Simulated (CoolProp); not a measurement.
A Linde-Hampson liquefier for CF4 (R14): isothermal reversible compression at 290 K from 1 atm to 40 MPa, throttling to 1 atm, return gas leaving the recuperator 10 K below the feed. Each further row changes one setting.

The numbers come from the reference Helmholtz-energy equation of state, Platzer 1990 in CoolProp. This equation is an older, rougher fit; its heat capacities, sound speeds and derivatives of the liquid may be far off and weren't checked against measurements.

```
case                        liquid yield per pass  compression work (kJ/kg of gas)
--------------------------  ---------------------  -------------------------------
as stated                                   0.296                              147
warm-end temperature 320 K                  0.230                              169
warm-end gap 15 K                           0.284                              147
```
